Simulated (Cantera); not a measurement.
# Hydrocarbon pyrolysis for carbon deposition

An isothermal, constant-pressure homogeneous reactor starts with 1.08 % C2H6, 98.9 % H2, at 1625 K and 82.5 Torr.

Computed with Cantera and GRI-Mech 3.0 (53 species, 325 reactions). GRI-Mech 3.0 stops at C3 and has no aromatics, soot or wall deposition, so with more carbon than oxygen in the feed, carbon stays in small species such as C2H2 where larger ones or solid carbon would form.

```
t (s)      x C2H6   x H2   x C2H2     x CH3    x C2H4
--------  -------  -----  -------  --------  --------
0.000400  1.35e-5  0.982  0.00221  0.000371   0.00260
0.00123   2.62e-6  0.983  0.00395  0.000222  0.000894
0.00380   1.28e-6  0.983  0.00470  0.000123  0.000179
0.0117    5.71e-7  0.983  0.00485   6.64e-5   5.99e-5
0.0360    3.67e-7  0.983  0.00490   4.87e-5   5.27e-5
0.111     3.47e-7  0.984  0.00499   4.72e-5   5.33e-5
0.342     3.16e-7  0.984  0.00527   4.49e-5   5.54e-5
1.05      2.43e-7  0.985  0.00595   3.91e-5   6.08e-5
3.25      1.33e-7  0.986  0.00722   2.83e-5   7.13e-5
10.0      5.67e-8  0.987  0.00856   1.66e-5   8.31e-5
```
x: mole fraction; the columns are a selection and need not sum to one.

Equilibrium at this temperature and pressure: C2H6 3.46e-8, H2 0.988, C2H2 0.00919, CH3 1.11e-5, C2H4 8.89e-5 (gas phase only).
